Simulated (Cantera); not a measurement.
What does this Cantera script print?

```python
import numpy as np
import cantera as ct

gas = ct.Solution("gri30.yaml")


def delay(T, t_max=10):
    gas.TPX = T, 500000, {'CO': 1, 'H2': 0.75, 'CH4': 1.3, 'O2': 5.79, 'N2': 21.8, 'C2H6': 0.31}
    reactor = ct.IdealGasConstPressureReactor(gas, clone=False)
    net = ct.ReactorNet([reactor])
    net.rtol, net.atol = 1e-8, 1e-16
    while net.time < t_max:
        t_old, T_old = net.time, reactor.T
        net.step()
        if reactor.T > T + 400:  # ignition: a rise of 400 K
            return t_old + (T + 400 - T_old) / (reactor.T - T_old) * (net.time - t_old)
    return np.nan


taus = []
for T in [925, 975, 1025, 1075, 1125, 1175, 1225, 1275]:
    taus.append(delay(T))
    print(f"T0 = {T:6g} K   tau = {taus[-1]:.4e} s")
```

It prints:

```
T0 =    925 K   tau = 1.5268e-01 s
T0 =    975 K   tau = 4.2027e-02 s
T0 =   1025 K   tau = 1.2990e-02 s
T0 =   1075 K   tau = 4.4685e-03 s
T0 =   1125 K   tau = 1.7107e-03 s
T0 =   1175 K   tau = 7.3406e-04 s
T0 =   1225 K   tau = 3.5480e-04 s
T0 =   1275 K   tau = 1.9162e-04 s
```

Computed with Cantera and GRI-Mech 3.0 (53 species, 325 reactions). Below about 1000 K GRI-Mech 3.0 lacks low-temperature oxidation paths. Below about 950 K walls govern HO2 and H2O2 in real vessels.
